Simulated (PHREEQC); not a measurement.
Buffer: an equilibrium model

Dissolve 0.0053 mol KH2PO4, 0.00041 mol NaF and 0.0007 mol KCl per kg of water at 25 °C. Closed to the air; pH follows from the charge balance.

The numbers come from PHREEQC with the ion-association model, phreeqc.dat.

Each row changes one thing in this solution. No solid was allowed to form.

```csv
case,pH,ionic strength (mol/kgw),HPO4-2 (mol/kgw),H3PO4 (mol/kgw),HF (mol/kgw),KHPO4- (mol/kgw),SI of Sylvite (KCl),SI of Halite (NaCl)
as made,4.87,0.00645,3.12e-5,9.57e-6,7.43e-6,2.61e-7,-6.35,-8.19
NaF from 0.00041 to 4.1e-05 mol/kgw,4.82,0.00609,2.76e-5,?,8.35e-7,2.33e-7,-6.35,-9.18
KCl from 0.0007 to 0.0014 mol/kgw,4.87,0.00716,3.14e-5,9.59e-6,?,2.88e-7,-6.01,-7.89
KH2PO4 from 0.0053 to 0.00053 mol/kgw,5.33,0.00165,7.93e-6,3.43e-7,2.73e-6,1.59e-8,-7.00,-8.15
0.0044 mol/kgw HNO3 added,2.60,0.00916,1.31e-7,0.00133,0.000317,1.03e-9,-6.36,-8.20
```

Complete the blanks.


- NaF from 0.00041 to 4.1e-05 mol/kgw, H3PO4 (mol/kgw): 1.08e-5
- KCl from 0.0007 to 0.0014 mol/kgw, HF (mol/kgw): 7.44e-6

Complexes and solids missing from the database can't appear.
